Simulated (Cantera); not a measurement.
Input: 1 mol CuO, 8.9 mol H2, 0.37 mol N2, equilibrated at 0.000950 bar.

Method: chemical equilibrium by Gibbs-energy minimisation in Cantera with the NASA 1993 tables (ideal gas, pure condensed phases). Candidate condensed phases: Cu, CuO, Cu(OH)2, Cu2O, H2O; 27 gas species. Rates play no part. All values below are at 1600 K.

Base state: H2 0.815, H2O 0.103, Cu 0.0419, N2 0.0382, H 0.00159, Cu2 3.00e-5 (mole fractions); condensed: Cu(l).

What changes in the equilibrium state with this change: H2 from 8.9 to 0.39 mol?


```
species      before     after
----------  -------  --------
H2O           0.103     0.349
N2           0.0382     0.332
O2            <1e-9     0.273
H2            0.815  0.000144
Cu           0.0419    0.0419
NO          2.54e-8   0.00143
O           1.28e-8  0.000246
CuO         6.07e-9  0.000116
OH          7.90e-6   0.00201
Cu(l), mol    0.594     0.953
```
